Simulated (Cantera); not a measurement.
A closed system holds: 1 mol SiH₄, 2 mol CH₄, 2.4 mol H₂, at 1048 K and 0.160 bar.

These are equilibrium values from Cantera (NASA tables, ideal gas, pure condensed phases), not measurements of a reactor. Candidate condensed phases: C, C₆H₆, C₇H₈, C₈H₁₈, Si, SiC; 87 gas species. Equilibrium is a limit: real reactors are often held back by kinetics, nucleation or transport.

What is the equilibrium state?


* **x(H₂)**: 0.991
* **x(CH₄)**: 0.00917
* **n(C(graphite))**: 0.924 mol
* **n(SiC(s))**: 1.00 mol
* **gas amount**: 8.324 mol
* **log10 activity of Si(s) (absent)**: -3.23
